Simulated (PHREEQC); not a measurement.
1 kg of water holding 0.024 mol Na2SO4, 0.13 mol NaCl and 0.015 mol Na2CO3 is evaporated at 30 °C; the solids stay in contact with the brine. No CO2 enters from the air. Only these solids could form: Burkeite, Halite, Mirabilite, Nahcolite, Natron, Thenardite, Trona.

The series has 28 steps of water left (kg), from 1 to 0.005035.

Model: Pitzer model, pitzer.dat, run in PHREEQC.

Which solids form, in which order, and at which step of the series does each first stand?

Thenardite from water left = 0.02932 kg (pH 11.19), last present at water left = 0.01102 kg; Burkeite from water left = 0.02409 kg (pH 11.20); Halite from water left = 0.02409 kg (pH 11.20).

Species that the database lacks are ignored.
